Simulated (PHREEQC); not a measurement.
Consider water at 20 °C and 100 atm with 0.0059 mol/kgw HF, 0.054 mol/kgw NH4HF2, 0.0084 mol/kgw H2SiF6 and 0.022 mol/kgw H2SO4. Closed to the air; pH follows from the charge balance.

All values are PHREEQC results (ion-association model, phreeqc.dat), not measurements.

```json
{
 "pH": "1.96",
 "ionic_strength": "0.0856 mol/kgw",
 "density": "1.006 g/cm³",
 "total_alkalinity": "-154 meq/kg"
}
```

```tsv
species	molality	activity	log γ
HF	0.0986	0.101	0.009
NH4+	0.0508	0.0386	-0.119
H+	0.0133	0.0111	-0.079
SO4-2	0.0131	0.00519	-0.402
F-	0.00903	0.00700	-0.110
SiF6-2	0.00840	0.00336	-0.398
HSO4-	0.00570	0.00451	-0.101
NH4SO4-	0.00321	0.00254	-0.101
HF2-	0.00313	0.00248	-0.101
```

This is a speciation only: nothing precipitates in the calculation. Under pressure, the constants of complexes without a molar volume in the database are unreliable. SiF6-2 is the database's only silicon fluoride.
